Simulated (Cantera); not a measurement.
Feed: 1 mol CH2F2, 0.6 mol H2, at 1577 °C and 25.0 mbar.

Equilibrium computed with Cantera from the NASA thermochemical tables; the gas is ideal and each condensed phase is pure. Candidate condensed phases: C, C6H6, C7H8, C8H18; 95 gas species. Equilibrium is a limit: real reactors are often held back by kinetics, nucleation or transport.

Task: What is the equilibrium state?

Result: 
```json
{
 "x(HF)": "0.769",
 "x(H2)": "0.230",
 "x(H)": "0.00163",
 "x(C2H2 (acetylene))": "6.01e-5",
 "x(F)": "1.16e-6",
 "n(C(graphite))": "1.000 mol",
 "gas_amount": "2.602 mol"
}
```
